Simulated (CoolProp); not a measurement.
Vapour-liquid equilibrium of n-hexane (1) + benzene (2) at 24.55 °C; x and y are mole fractions of (1).

Values from CoolProp's multi-fluid Helmholtz-energy mixture model, Thol 2019 and Thol 2012; pair parameters Bell 2016.

### Question
Give the bubble pressure and the first vapour's composition at x = 0.05, 0.25, 0.55. Is there an azeotrope?

### Answer
x = 0.05: 0.01364 MPa, y = 0.132; x = 0.25: 0.01672 MPa, y = 0.413; x = 0.55: 0.01889 MPa, y = 0.636. y crosses x between x = 0.85 and 0.95: the model has an azeotrope there.

Pair parameters are fitted to limited data, so mixtures are less certain than the pure fluids.
